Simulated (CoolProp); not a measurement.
The fluid at 342.63 K and 1.03 MPa flows at 2 m/s in a round tube of 10 mm bore and 1.5 µm roughness, fully developed (64/Re and Nu = 3.66 if laminar; Colebrook and Gnielinski if turbulent). The same conditions are run with several fluids, on thermodynamics alone (safety and materials aside).

Model: reference Helmholtz-energy equation of state of each fluid (p-xylene: Zhou 2012; benzene: Thol 2012; R141b: Lemmon 2006; methanol: de Reuck 1993; n-pentane: Thol 2019), in CoolProp.

Task: Rank p-xylene, benzene, R141b, methanol, n-pentane by Reynolds number, highest first.

Result: n-pentane (98300), R141b (89000), methanol (48000), benzene (46100), p-xylene (42800)

```tsv
fluid	Darcy friction factor	pressure drop (Pa/m)	heat-transfer coefficient (W/(m² K))	mass flow (kg/h)
p-xylene	0.0221	3620	3200	463
benzene	0.0218	3600	3510	467
R141b	0.0192	4390	3430	648
methanol	0.0216	3220	5190	421
n-pentane	0.0188	2170	4050	325
```

Transport values come from each fluid's own correlations; those of R141b, n-pentane are estimates that may be off by 10 % or more.
